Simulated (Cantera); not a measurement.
# Boron, boron nitride and boron oxide: borazine + H₂

Charge: 1 mol borazine, 2.7 mol H₂.

Cantera equilibrium calculation (NASA polynomials, part measured and part estimated; ideal gas, pure solids and liquids). Candidate condensed phases: B, BN; 15 gas species. The feed counts by its element totals alone. Mutual solubility and eutectic melting of coexisting phases are not modelled. Rates play no part.

Question: Map the stable condensed phases over T = 1275, 1300, 1325, 1350, 1375, 1400, 1425, 1450, 1475 °C and P in Pa = 10, 25, 63, 160, 400, 1000, 2500, 6300, 16000, 40000, 100000.

Answer: 
```
T in °C \ P in Pa
             10     25     63    160    400   1000   2500   6300  16000  40000 100000
   1475       A      A      A      A      A      A      B      B      B      B      B
   1450       A      A      A      A      A      A      B      B      B      B      B
   1425       A      A      A      A      A      A      B      B      B      B      B
   1400       A      A      A      A      A      B      B      B      B      B      B
   1375       A      A      A      A      A      B      B      B      B      B      B
   1350       A      A      A      A      B      B      B      B      B      B      B
   1325       A      A      A      A      B      B      B      B      B      B      B
   1300       A      A      A      B      B      B      B      B      B      B      B
   1275       A      A      B      B      B      B      B      B      B      B      B
```
A: B + BN; B: BN.
